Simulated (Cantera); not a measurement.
A perfectly stirred reactor is fed with 4.36 % CH₄, 17.1 % O₂, 64.1 % N₂, 14.4 % H₂O, equivalence ratio 0.51, at 1950 Torr; it is adiabatic with a 400 K inlet, and is followed from long to short residence time, starting on the burning branch (τ in s: 0.021, 0.0075, 0.0027, 0.00097, 0.00035, 0.00012, 4.4e-05, 1.6e-05, 5.7e-06).

Model: GRI-Mech 3.0 (53 species, 325 reactions), integrated in Cantera.

Problem. Predict: blow-out, bracketed by the residence times tried; x(CH₄) at τ = 21.0 ms; x(O₂) at τ = 21.0 ms; x(H₂O) at τ = 21.0 ms; x(CH₂CO) at τ = 21.0 ms; x(NO) at τ = 21.0 ms; x(CH₄) at τ = 0.350 ms; x(O₂) at τ = 0.350 ms; x(H₂O) at τ = 0.350 ms.

Solution. 
- blow-out, bracketed by the residence times tried = burning at 21.0 ms, out at 7.50 ms
- x(CH₄) at τ = 21.0 ms = 0.000442
- x(O₂) at τ = 21.0 ms = 0.0864
- x(H₂O) at τ = 21.0 ms = 0.230
- x(CH₂CO) at τ = 21.0 ms = 5.52e-6
- x(NO) at τ = 21.0 ms = 4.37e-8
- x(CH₄) at τ = 0.350 ms = 0.0436
- x(O₂) at τ = 0.350 ms = 0.171
- x(H₂O) at τ = 0.350 ms = 0.144
